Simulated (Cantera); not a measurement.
Feed: 1 mol Ti(OiPr)4, 1.6 mol O2, 6.7 mol H2, at 13.3 mbar.

Method: chemical equilibrium by Gibbs-energy minimisation in Cantera with the NASA 1993 tables (ideal gas, pure condensed phases). Candidate condensed phases: C, C6H6, C7H8, C8H18, H2O, Ti, TiC, TiO, TiO2, Ti2O3, Ti3O5, Ti4O7; 113 gas species. The feed counts by its element totals alone. TiC: taken at fixed stoichiometry. The numbers say what is thermodynamically allowed, not how fast it happens.

log p: log10 of the partial pressure in bar; n: condensed amount in mol.

| T (K) | log p H2 | log p CO | log p H | log p C2H2 (acetylene) | n C(graphite) | n Ti3O5(s) | n TiC(s) |
|---|---|---|---|---|---|---|---|
| 1175 | -1.98 | -2.55 | -7.90 | -9.17 | 6.46 | 0.333 | 0 |
| 1275 | -2.00 | -2.46 | -7.13 | -8.42 | 3.80 | 0 | 1.00 |
| 1375 | -2.00 | -2.46 | (withheld) | (withheld) | 3.80 | 0 | 1.00 |
| 1475 | -2.00 | -2.46 | -5.89 | -7.18 | 3.80 | 0 | 1.00 |
| 1575 | -2.00 | -2.46 | -5.38 | -6.68 | 3.80 | 0 | 1.00 |
| 1675 | -2.01 | -2.46 | -4.94 | -6.24 | 3.80 | 0 | 1.00 |
| 1775 | -2.01 | -2.46 | -4.54 | -5.85 | 3.79 | 0 | 1.00 |
| 1875 | -2.01 | -2.46 | (withheld) | (withheld) | 3.79 | 0 | 1.00 |
| 1975 | -2.01 | -2.47 | -3.87 | -5.20 | 3.77 | 0 | 1.000 |
| 2075 | -2.02 | -2.47 | -3.58 | -4.92 | 3.75 | 0 | 1.000 |

**Question.** Fill in the missing entries.

**Answer.** 
- 1875, log p H: -4.19
- 1875, log p C2H2 (acetylene): -5.51
- 1375, log p H: -6.47
- 1375, log p C2H2 (acetylene): -7.75
